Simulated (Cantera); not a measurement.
**Premixed flame**

A freely propagating, adiabatic, planar premixed flame of 8.90 % CH4, 19.1 % O2, 72.0 % N2, equivalence ratio 0.93, unburnt at 325 K and 2.00 bar; mixture-averaged transport, grid criteria slope 0.08 and curve 0.16, no radiation.

Detailed kinetics in Cantera: GRI-Mech 3.0 (53 species, 325 reactions). Burning velocities carry a grid error of a few per cent, more on coarse grids.

| z (mm) | T (K) | u (m/s) | x CH4 | x O2 | x C2H2 | x CH3 | x HCO | x O |
|---|---|---|---|---|---|---|---|---|
| -0.823 | 325 | 0.313 | 0.0889 | 0.191 | <1e-8 | <1e-8 | <1e-8 | <1e-8 |
| -0.548 | 327 | 0.315 | 0.0887 | 0.191 | 1.01e-8 | <1e-8 | <1e-8 | <1e-8 |
| -0.411 | 335 | 0.324 | 0.0881 | 0.190 | 9.44e-8 | 3.72e-8 | <1e-8 | <1e-8 |
| -0.274 | 409 | 0.397 | 0.0835 | 0.185 | 1.39e-6 | 5.07e-7 | <1e-8 | <1e-8 |
| -0.137 | 868 | 0.852 | 0.0572 | 0.147 | 1.75e-5 | 8.62e-5 | 1.11e-7 | 1.74e-6 |
| -0.0686 | 1304 | 1.29 | 0.0308 | 0.105 | 4.37e-5 | 0.000809 | 4.54e-6 | 4.65e-5 |
| 0 | 1711 | 1.69 | 0.00621 | 0.0586 | 7.32e-5 | 0.00117 | 2.55e-5 | 0.000578 |
| 0.0686 | 1873 | 1.85 | 0.000247 | 0.0347 | 6.80e-6 | 8.23e-5 | 5.37e-6 | 0.00204 |
| 0.137 | 1934 | 1.90 | 4.79e-6 | 0.0278 | 9.39e-8 | 1.85e-6 | 1.82e-7 | 0.00237 |
| 0.274 | 2007 | 1.96 | <1e-8 | 0.0234 | <1e-8 | <1e-8 | 1.90e-8 | 0.00190 |
| 0.548 | 2081 | 2.03 | <1e-8 | 0.0201 | <1e-8 | <1e-8 | <1e-8 | 0.00118 |
| 1.10 | 2141 | 2.08 | <1e-8 | 0.0175 | <1e-8 | <1e-8 | <1e-8 | 0.000638 |
| 2.19 | 2176 | 2.11 | <1e-8 | 0.0158 | <1e-8 | <1e-8 | <1e-8 | 0.000359 |
x: mole fraction of selected species; z is measured from the peak of heat release.

The laminar burning velocity is 31.3 cm/s. The thermal thickness is 0.274 mm and the peak x(C2H2) is 7.64e-5. The peak x(CH3) is 0.00145. The peak x(HCO) comes out as 2.58e-5 and the peak x(O) is 0.00238.
